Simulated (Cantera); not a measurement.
Feed: 1 mol Cu, 0.026 mol H₂O, 180 mol H₂, at 1648 K and 0.133 bar.

Equilibrium computed with Cantera from the NASA thermochemical tables; the gas is ideal and each condensed phase is pure. Candidate condensed phases: Cu, CuO, Cu(OH)₂, Cu₂O, H₂O; 12 gas species. Rates play no part.

Base state: H₂ 0.999, Cu 0.000592, H 0.000244, H₂O 0.000144 (mole fractions); condensed: Cu(l).

### Question
What changes in the equilibrium state with this change: temperature from 1648 K to 1973.15 K?

### Answer
| species | before | after |
|---|---|---|
| H₂ | 0.999 | 0.991 |
| Cu | 0.000592 | 0.00550 |
| H | 0.000244 | 0.00368 |
| H₂O | 0.000144 | 0.000143 |
| Cu(l), mol | 0.893 | 0 |
